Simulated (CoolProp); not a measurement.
Model: reference Helmholtz-energy equation of state, Akasaka 2023, in CoolProp.

**Question.** For R1224YDZ, give the phase and the density (kg/m³), cp (kJ/(kg K)), cv (kJ/(kg K)), expansivity (1/kK) at 341.4 K and 18.1 bar.

**Answer.** 
- 341.4 K and 18.1 bar: liquid; density 1240, cp 1.25, cv 0.874, expansivity 2.66
